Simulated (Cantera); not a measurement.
Premixed flame

A freely propagating, adiabatic, planar premixed flame of 28.6 % H2, 15.7 % O2, 47.2 % N2, 8.57 % H2O, equivalence ratio 0.91, unburnt at 425 K and 0.250 bar; mixture-averaged transport, grid criteria slope 0.08 and curve 0.16, no radiation.

Detailed kinetics in Cantera: the H2/O2 subset of GRI-Mech 3.0, which has no nitrogen chemistry. Burning velocities carry a grid error of a few per cent, more on coarse grids.

```json
[
 {"z (mm)": "-6.50", "T (K)": "425", "u (m/s)": "3.68", "x H2": "0.286", "x O2": "0.157", "x OH": "<1e-8", "x HO2": "<1e-8", "x H": "<1e-8", "x H2O": "0.0857"},
 {"z (mm)": "-4.34", "T (K)": "425", "u (m/s)": "3.68", "x H2": "0.286", "x O2": "0.157", "x OH": "<1e-8", "x HO2": "<1e-8", "x H": "<1e-8", "x H2O": "0.0857"},
 {"z (mm)": "-3.25", "T (K)": "425", "u (m/s)": "3.68", "x H2": "0.286", "x O2": "0.157", "x OH": "<1e-8", "x HO2": "<1e-8", "x H": "<1e-8", "x H2O": "0.0857"},
 {"z (mm)": "-2.17", "T (K)": "425", "u (m/s)": "3.68", "x H2": "0.286", "x O2": "0.157", "x OH": "<1e-8", "x HO2": "1.90e-8", "x H": "<1e-8", "x H2O": "0.0857"},
 {"z (mm)": "-1.08", "T (K)": "429", "u (m/s)": "3.70", "x H2": "0.283", "x O2": "0.157", "x OH": "3.99e-6", "x HO2": "5.51e-5", "x H": "6.39e-6", "x H2O": "0.0862"},
 {"z (mm)": "-0.542", "T (K)": "622", "u (m/s)": "5.23", "x H2": "0.254", "x O2": "0.155", "x OH": "0.000799", "x HO2": "0.000166", "x H": "0.00323", "x H2O": "0.103"},
 {"z (mm)": "0", "T (K)": "1080", "u (m/s)": "8.77", "x H2": "0.152", "x O2": "0.119", "x OH": "0.00247", "x HO2": "5.00e-5", "x H": "0.0333", "x H2O": "0.188"},
 {"z (mm)": "0.542", "T (K)": "1386", "u (m/s)": "11.1", "x H2": "0.0623", "x O2": "0.0609", "x OH": "0.00860", "x HO2": "1.99e-5", "x H": "0.0570", "x H2O": "0.292"},
 {"z (mm)": "1.08", "T (K)": "1527", "u (m/s)": "12.2", "x H2": "0.0460", "x O2": "0.0457", "x OH": "0.0122", "x HO2": "1.28e-5", "x H": "0.0533", "x H2O": "0.318"},
 {"z (mm)": "2.17", "T (K)": "1676", "u (m/s)": "13.2", "x H2": "0.0438", "x O2": "0.0404", "x OH": "0.0153", "x HO2": "9.28e-6", "x H": "0.0416", "x H2O": "0.331"},
 {"z (mm)": "4.34", "T (K)": "1831", "u (m/s)": "14.3", "x H2": "0.0410", "x O2": "0.0361", "x OH": "0.0175", "x HO2": "6.62e-6", "x H": "0.0295", "x H2O": "0.344"},
 {"z (mm)": "8.67", "T (K)": "1980", "u (m/s)": "15.3", "x H2": "0.0359", "x O2": "0.0318", "x OH": "0.0185", "x HO2": "4.54e-6", "x H": "0.0193", "x H2O": "0.359"},
 {"z (mm)": "17.3", "T (K)": "2115", "u (m/s)": "16.1", "x H2": "0.0290", "x O2": "0.0277", "x OH": "0.0179", "x HO2": "3.10e-6", "x H": "0.0114", "x H2O": "0.375"}
]
```
x: mole fraction of selected species; z is measured from the peak of heat release.

The laminar burning velocity comes out as 368 cm/s, the thermal thickness is 2.17 mm and the peak x(OH) is 0.0185. The peak x(HO2) is 0.000241 and the peak x(H) comes out as 0.0574. The grid points is 125.
